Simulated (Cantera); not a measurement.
# Hydrocarbon pyrolysis for carbon deposition

An isothermal, constant-pressure homogeneous reactor starts with C3H8 : H2 = 4.3 : 5.5 (molar parts), at 1650 K and 0.00260 bar.

Model: GRI-Mech 3.0 (53 species, 325 reactions), integrated in Cantera. GRI-Mech 3.0 was tuned for natural gas; its chemistry of propane as a main component is partial and can be far from experiment. GRI-Mech 3.0 stops at C3 and has no aromatics, soot or wall deposition, so with more carbon than oxygen in the feed, carbon stays in small species such as C2H2 where larger ones or solid carbon would form. Radical loss at walls, strong at low pressure, is not modelled.

| t (s) | x C3H8 | x H2 | x C2H | x C2H6 | x CH4 | x C2H2 | x C2H4 |
|---|---|---|---|---|---|---|---|
| 2.00e-6 | 0.438 | 0.561 | <1e-12 | 2.84e-7 | 8.75e-7 | 3.67e-12 | 2.07e-6 |
| 7.96e-6 | 0.437 | 0.560 | <1e-12 | 4.42e-6 | 1.38e-5 | 2.38e-10 | 3.39e-5 |
| 3.17e-5 | 0.430 | 0.558 | <1e-12 | 6.56e-5 | 0.000216 | 2.04e-8 | 0.000643 |
| 0.000126 | 0.396 | 0.547 | 1.89e-11 | 0.000785 | 0.00365 | 4.66e-6 | 0.0114 |
| 0.000502 | 0.230 | 0.492 | 2.18e-8 | 0.00503 | 0.0540 | 0.00125 | 0.102 |
| 0.00200 | 0.00340 | 0.453 | 3.64e-6 | 0.00403 | 0.202 | 0.0702 | 0.192 |
| 0.00796 | 9.78e-7 | 0.524 | 2.29e-6 | 0.000433 | 0.199 | 0.171 | 0.0906 |
| 0.0317 | 5.71e-8 | 0.561 | 1.06e-6 | 8.58e-5 | 0.181 | 0.218 | 0.0358 |
| 0.126 | 1.42e-8 | 0.585 | 7.93e-7 | 3.62e-5 | 0.163 | 0.243 | 0.00656 |
| 0.502 | 9.32e-9 | 0.618 | 1.01e-6 | 2.68e-5 | 0.121 | 0.256 | 0.00174 |
| 2.00 | 1.15e-9 | 0.672 | 1.25e-6 | 6.58e-6 | 0.0540 | 0.272 | 0.000413 |
x: mole fraction; the columns are a selection and need not sum to one.

Equilibrium at this temperature and pressure: C3H8 <1e-12, H2 0.714, C2H 2.63e-6, C2H6 2.16e-10, CH4 0.000163, C2H2 0.284, C2H4 3.80e-5 (gas phase only).
